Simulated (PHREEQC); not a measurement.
Consider water at 25 °C with 25 mmol/kgw HF, 3.7 mmol/kgw (CH3)4NF and 3.8 mmol/kgw HCl. It is in equilibrium with CO2 at log p = 0 (atm). Otherwise closed; pH follows from the charge balance.

Computed with PHREEQC (ion-association model, phreeqc.dat).

| quantity | before | after |
|---|---|---|
| pH | 2.37 | 2.42 |
| ionic strength (mol/kgw) | 0.00831 | 0.00779 |
| F- (mol/kgw) | 0.00413 | 0.00361 |
| HF2- (mol/kgw) | 0.000378 | 0.000369 |
| (CO2)2 (mol/kgw) | 2.10e-5 | 1.61e-5 |

**Question.** What was changed between the two runs?
A) HCl from 0.0038 to 0.0076 mol/kgw
B) HF replaced by NaF at the same molality
C) temperature from 25 to 40 °C

**Answer.** C, temperature from 25 to 40 °C

This is a speciation only: nothing precipitates in the calculation. (CH3)4N+ isn't in the database: it is added as a free cation with an ion size of 4 Å. Away from 25 °C the constants follow the database's enthalpies or fits; those with neither stay at their 25 °C values.
